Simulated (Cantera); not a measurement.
Charge: 1 mol Si₃H₈, 2.2 mol HCl, 54 mol H₂, held at 1000 K.

These are equilibrium values from Cantera (NASA tables, ideal gas, pure condensed phases), not measurements of a reactor. Candidate condensed phases: Si; 19 gas species. The feed counts by its element totals alone. The tables' values for SiCl₃ are old estimates; treat these amounts as uncertain. Rates play no part.

x: gas mole fraction; n: condensed amount in mol.

```
P (Pa)   x H₂    x HCl  x SiHCl₃  x SiCl₄   x SiCl₂  n Si(s)
------  -----  -------  --------  -------  --------  -------
100     0.972   0.0247  0.000511  0.00184   0.00107     2.78
230     0.974   0.0217  0.000793  0.00251  0.000821     2.73
540     0.976   0.0186   0.00116  0.00314  0.000599     2.69
1300    0.978      ___       ___      ___       ___     2.64
2900    0.980   0.0130   0.00212  0.00399  0.000292     2.60
6800    0.982      ___       ___  0.00418       ___     2.55
16000   0.983  0.00859   0.00339  0.00420  0.000127     2.51
37000   0.984  0.00691   0.00408  0.00407   8.25e-5     2.47
86000   0.985  0.00551   0.00480  0.00381   5.24e-5     2.44
200000  0.986  0.00435   0.00551  0.00345   3.27e-5     2.40
```

Problem. Fill in the missing entries.

Solution. 
- 1300, x HCl: 0.0155
- 1300, x SiHCl₃: 0.00163
- 1300, x SiCl₄: 0.00366
- 1300, x SiCl₂: 0.000417
- 6800, x HCl: 0.0106
- 6800, x SiHCl₃: 0.00272
- 6800, x SiCl₂: 0.000195
